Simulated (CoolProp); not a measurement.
Properties of fluoroethane (R161) along the isotherm 412.7 K.

Values from CoolProp's reference Helmholtz-energy equation of state, Wu 2012.

| p (kPa) | phase | cp (kJ/(kg K)) | cv (kJ/(kg K)) | speed of sound (m/s) | Joule-Thomson coefficient (K/MPa) | fugacity coefficient |
|---|---|---|---|---|---|---|
| 7.92 | gas | 1.582 | 1.409 | 283.0 | 7.633 | 0.9996 |
| 18 | gas | 1.583 | 1.409 | 282.9 | 7.636 | 0.9991 |
| 41 | gas | 1.584 | 1.410 | 282.7 | 7.643 | 0.9979 |
| 93.4 | gas | 1.588 | 1.411 | 282.1 | 7.657 | 0.9952 |
| 213 | gas | 1.596 | 1.414 | 280.7 | 7.690 | 0.9890 |
| 484 | gas | 1.615 | 1.421 | 277.6 | 7.766 | 0.9752 |
| 1100 | gas | 1.664 | 1.437 | 270.5 | 7.941 | 0.9440 |
| 2500 | gas | 1.815 | 1.483 | 253.5 | 8.350 | 0.8752 |
